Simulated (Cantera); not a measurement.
What does this Cantera script print?

```python
import numpy as np
import cantera as ct

gas = ct.Solution("gri30.yaml")
gas.TPX = 1375, 100000, {'CH2O': 0.0027, 'O2': 0.0044, 'N2': 1, 'H2': 0.0046}
reactor = ct.IdealGasConstPressureReactor(gas, energy="off", clone=False)
net = ct.ReactorNet([reactor])
net.rtol, net.atol = 1e-08, 1e-18
show = ['CH2O', 'O2', 'N2O', 'CO', 'C2H2']
times = np.geomspace(3e-06, 40, 14)

steps = ct.SolutionArray(gas, extra=["t"])
rows = []
print(f"{'t/s':>10s}{'T/K':>9s}{'P/Pa':>11s}" + "".join(f"{s:>11s}" for s in show))
for t in times:
    while net.time < t:
        t_next = net.step()
        steps.append(gas.state, t=t_next)
    rows.append([np.interp(t, steps.t, y) for y in (steps.T, steps.P, *steps(*show).X.T)])
    print(f"{t:10.3e}{rows[-1][0]:9.1f}{rows[-1][1]:11.4g}" + "".join(f"{x:11.3e}" for x in rows[-1][2:]))
rate = np.gradient(steps.T, steps.t)
print("integrator steps:", len(steps.t))
if steps.T.max() > steps.T[0] + 200:
    print(f"time of steepest temperature rise: {steps.t[rate.argmax()]:.4e} s")
gas.TPX = 1375, 100000, {'CH2O': 0.0027, 'O2': 0.0044, 'N2': 1, 'H2': 0.0046}
gas.equilibrate("TP")
print(f"equilibrium (TP): T = {gas.T:.1f} K  " + "  ".join(f"{s} {gas[s].X[0]:.3e}" for s in show))
```

Output:

```
       t/s      T/K       P/Pa       CH2O         O2        N2O         CO       C2H2
 3.000e-06   1375.0      1e+05  2.669e-03  4.349e-03  3.394e-15  1.975e-08  5.351e-25
 1.060e-05   1375.0      1e+05  2.669e-03  4.349e-03  4.759e-14  1.308e-07  7.209e-24
 3.743e-05   1375.0      1e+05  2.668e-03  4.349e-03  7.366e-13  1.030e-06  8.285e-23
 1.322e-04   1375.0      1e+05  2.658e-03  4.347e-03  1.332e-11  1.023e-05  1.826e-21
 4.671e-04   1375.0      1e+05  2.317e-03  4.289e-03  5.220e-10  3.495e-04  1.038e-17
 1.650e-03   1375.0      1e+05  3.665e-11  1.088e-03  5.253e-08  1.788e-03  4.669e-21
 5.828e-03   1375.0      1e+05  7.146e-12  2.972e-04  3.100e-08  7.582e-04  1.258e-21
 2.059e-02   1375.0      1e+05  1.669e-12  4.211e-05  1.264e-08  5.141e-04  7.064e-22
 7.273e-02   1375.0      1e+05  5.229e-13  2.650e-06  3.212e-09  4.834e-04  7.987e-22
 2.569e-01   1375.0      1e+05  2.416e-13  1.406e-07  1.457e-09  4.854e-04  9.032e-22
 9.075e-01   1375.0      1e+05  1.757e-13  7.690e-09  1.854e-09  4.868e-04  8.647e-22
 3.206e+00   1375.0      1e+05  1.610e-13  4.753e-10  1.183e-09  4.872e-04  7.292e-22
 1.132e+01   1375.0      1e+05  1.576e-13  4.680e-11  4.825e-10  4.872e-04  5.856e-22
 4.000e+01   1375.0      1e+05  1.568e-13  1.764e-11  2.861e-10  4.871e-04  4.048e-22
integrator steps: 2467
equilibrium (TP): T = 1375.0 K  CH2O 1.557e-13  O2 8.195e-12  N2O 3.177e-13  CO 4.862e-04  C2H2 7.040e-23
```

Computed with Cantera and GRI-Mech 3.0 (53 species, 325 reactions).
